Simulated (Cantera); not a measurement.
A Cantera script and what it prints.

```python
import numpy as np
import cantera as ct

gas_names = """
    B BH BH2 BH3 BN BO BO2 B2 B2O B2O2 B2O3 B3O3H3 H HBO HBO2 HNO HNO2 HNO3 HO2 H2 H2O H2O2 H3B3O6 N NH
    NH2 NH3 NH2OH NO NO2 NO3 N2 N2H2 N2H4 N2O O OH O2 O3
""".split()
cond_names = """
    B(b) B(L) BN(s) B2O3(L) B3O3H3(cr) H2O(s) H2O(L)
""".split()


def load(file, names, dense=False):
    # The tables refer to 1 bar. Condensed volumes are neglected.
    table = {s.name: s for s in ct.Species.list_from_file(file)}
    out = []
    for n in names:
        d = dict(table[n].input_data)
        d["thermo"] = dict(d["thermo"], **{"reference-pressure": 1e5})
        if dense:
            d["equation-of-state"] = {"model": "constant-volume", "density": "1e6 g/cm^3"}
        out.append(ct.Species.from_dict(d))
    return out


gas = ct.Solution(thermo="ideal-gas", species=load("nasa_gas.yaml", gas_names))
cond = {s.name: ct.Solution(thermo="fixed-stoichiometry", species=[s], name=s.name)
        for s in load("nasa_condensed.yaml", cond_names, dense=True)}
atoms = {
    'B2O3': {'B': 2, 'O': 3},
    'N2': {'N': 2},
    'H2': {'H': 2},
}
top_T = {'BN(s)': 3200}  # K; cautious upper limits of use, not melting points


def equilibrate(T, P, feed):
    n = {}
    for name, mol in feed.items():
        for a, k in atoms[name].items():
            n[a] = n.get(a, 0.0) + k * mol
    gas.TPX = T, P, n
    mass = sum(n.values()) * gas.mean_molecular_weight
    gas.equilibrate("TP")
    valid = [c for c in cond.values() if c.min_temp <= T <= top_T.get(c.name, c.max_temp)]
    mix = ct.Mixture([(gas, mass / gas.mean_molecular_weight)] + [(c, 0.0) for c in valid])
    mix.T, mix.P = T, P
    mix.equilibrate("TP", solver="gibbs", rtol=1e-10, max_steps=50000)
    return mix


results = []
feed = {'B2O3': 1, 'N2': 2.9, 'H2': 0.67}  # mol
T = 1525  # K
for P in [10, 32, 100, 320, 1000, 3200, 10000, 32000, 100000]:
    mix = equilibrate(T, P, feed)
    results.append((T, P, feed, dict(zip(mix.species_names, mix.species_moles))))
    x = sorted(zip(gas.X, gas.species_names), reverse=True)
    print(f"T = {T:g} K  P = {P:g} Pa  gas = {mix.phase_moles(0):.4g} mol")
    print("   x: " + "  ".join(f"{s} {v:.3e}" for v, s in x if v > 0.001))
    print("   condensed (mol): " + ("  ".join(f"{mix.phase(i).name} {mix.phase_moles(i):.4g}"
          for i in range(1, mix.n_phases) if mix.phase_moles(i) > 1e-12) or "none"))
```

Result:

```
T = 1525 K  P = 10 Pa  gas = 4.577 mol
   x: N2 6.337e-01  B2O3 1.876e-01  H2 1.243e-01  HBO2 3.070e-02  HBO 1.224e-02  B2O2 8.400e-03  BO 2.066e-03
   condensed (mol): none
T = 1525 K  P = 32 Pa  gas = 4.134 mol
   x: N2 7.014e-01  H2 1.443e-01  B2O3 1.121e-01  HBO2 2.352e-02  HBO 1.108e-02  B2O2 5.930e-03
   condensed (mol): B2O3(L) 0.4387
T = 1525 K  P = 100 Pa  gas = 3.754 mol
   x: N2 7.725e-01  H2 1.680e-01  B2O3 3.586e-02  HBO2 1.261e-02  HBO 7.696e-03  B2O2 2.458e-03
   condensed (mol): B2O3(L) 0.8174
T = 1525 K  P = 320 Pa  gas = 3.634 mol
   x: N2 7.976e-01  H2 1.782e-01  B2O3 1.121e-02  HBO2 7.298e-03  HBO 4.409e-03
   condensed (mol): BN(s) 0.001979  B2O3(L) 0.934
T = 1525 K  P = 1000 Pa  gas = 3.595 mol
   x: N2 8.062e-01  H2 1.825e-01  HBO2 5.060e-03  B2O3 3.586e-03  HBO 2.084e-03
   condensed (mol): BN(s) 0.00381  B2O3(L) 0.9717
T = 1525 K  P = 3200 Pa  gas = 3.58 mol
   x: N2 8.095e-01  H2 1.845e-01  HBO2 3.455e-03  B2O3 1.121e-03
   condensed (mol): BN(s) 0.003883  B2O3(L) 0.986
T = 1525 K  P = 10000 Pa  gas = 3.575 mol
   x: N2 8.108e-01  H2 1.854e-01  HBO2 2.370e-03
   condensed (mol): BN(s) 0.003737  B2O3(L) 0.9918
T = 1525 K  P = 32000 Pa  gas = 3.572 mol
   x: N2 8.114e-01  H2 1.857e-01  HBO2 1.610e-03
   condensed (mol): BN(s) 0.003837  B2O3(L) 0.9944
T = 1525 K  P = 100000 Pa  gas = 3.57 mol
   x: N2 8.117e-01  H2 1.857e-01  H2O 1.334e-03  HBO2 1.101e-03
   condensed (mol): BN(s) 0.004369  B2O3(L) 0.9955
```

Method: chemical equilibrium by Gibbs-energy minimisation in Cantera with the NASA 1993 tables (ideal gas, pure condensed phases). Mutual solubility and eutectic melting of coexisting phases are not modelled. Gases not in the tables: H3BO3.
